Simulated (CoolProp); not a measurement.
Properties of R365MFC along the isotherm 226.85 °C.

The numbers come from the reference Helmholtz-energy equation of state, Lemmon 2016 in CoolProp.

```tsv
p (MPa)	phase	cp (kJ/(kg K))	speed of sound (m/s)	isothermal compressibility (1/MPa)	expansivity (1/kK)
0.306	gas	1.329	167.2	3.357	2.183
0.612	gas	1.339	163.0	1.728	2.390
0.919	gas	1.351	158.7	1.187	2.627
1.22	gas	1.365	154.5	0.9231	2.894
1.53	gas	1.382	___	___	3.212
1.84	gas	1.402	145.5	0.6587	3.585
2.14	gas	1.427	141.2	0.5890	4.011
2.45	gas	1.459	136.7	0.5371	4.533
2.76	gas	1.498	132.2	0.4991	5.164
3.06	gas	1.547	128.0	0.4719	5.904
3.37	supercritical	___	123.8	0.4514	6.845
3.67	supercritical	___	___	0.4374	7.977
3.98	supercritical	1.797	116.2	0.4285	9.456
4.29	supercritical	1.938	112.8	0.4248	___
4.59	supercritical	2.119	109.8	0.4257	13.72
4.9	supercritical	2.357	107.4	0.4282	16.75
```

Problem. What belongs in the gaps?

Solution. 
- 1.53, speed of sound (m/s): 150.0
- 1.53, isothermal compressibility (1/MPa): 0.7627
- 3.37, cp (kJ/(kg K)): 1.610
- 3.67, cp (kJ/(kg K)): 1.690
- 3.67, speed of sound (m/s): 120.0
- 4.29, expansivity (1/kK): 11.36
